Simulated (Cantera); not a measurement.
## Abatement and gas-phase synthesis: HF + H2 + H2O

Feed: 1 mol HF, 0.034 mol H2, 0.037 mol H2O, held at 10.0 mbar.

Cantera equilibrium calculation (NASA polynomials, part measured and part estimated; ideal gas, pure solids and liquids). Candidate condensed phases: H2O; 22 gas species. Kinetics and transport are ignored.

From 1875 K to 3225 K nothing is condensed.

```tsv
T (K)	x HF	x H	x F	x H2O	x H2	x O
1875	0.933	0.00116	8.28e-6	0.0344	0.0312	2.80e-6
2025	0.932	0.00335	4.68e-5	0.0340	0.0303	3.16e-5
2175	0.929	0.00827	0.000212	0.0326	0.0287	0.000255
2325	0.921	0.0181	0.000790	0.0282	0.0270	0.00144
2475	0.904	0.0359	0.00250	0.0195	0.0254	0.00518
2625	0.877	0.0629	0.00716	0.00967	0.0220	0.0121
2775	0.838	0.0961	0.0195	0.00335	0.0165	0.0198
2925	0.775	0.136	0.0478	0.000962	0.0118	0.0245
3075	0.675	0.188	0.0991	0.000279	0.00907	0.0257
3225	0.539	0.256	0.172	8.57e-5	0.00728	0.0248
```
x: gas mole fraction; nothing condenses.
